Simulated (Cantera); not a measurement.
A closed system holds: 1 mol C₂H₆, 17 mol H₂, held at 2325 °C and 35.0 mbar.

These are equilibrium values from Cantera (NASA tables, ideal gas, pure condensed phases), not measurements of a reactor. Candidate condensed phases: C, C₆H₆, C₇H₈, C₈H₁₈; 76 gas species. The numbers say what is thermodynamically allowed, not how fast it happens.

Base state: H₂ 0.804, H 0.183, C₂H₂ (acetylene) 0.0129, C₂H 0.000258, C₄H₂ 8.64e-5, C₃ 6.16e-5, C 1.74e-5, C₂H₂ (vinylidene) 1.39e-5 (mole fractions); condensed: C(graphite).

### Question
What changes in the equilibrium state with this change: 0.15 mol H₂S added?

### Answer
| species | before | after |
|---|---|---|
| H₂ | 0.804 | 0.798 |
| H | 0.183 | 0.182 |
| C₂H₂ (acetylene) | 0.0129 | 0.0128 |
| CS | 0 | 0.00637 |
| S | 0 | 0.000220 |
| SH | 0 | 0.000112 |
| H₂S | 0 | 1.59e-5 |
| CH₃ | 1.16e-5 | 1.15e-5 |
| C(graphite), mol | 1.41 | 1.26 |
Further candidate phases: S.
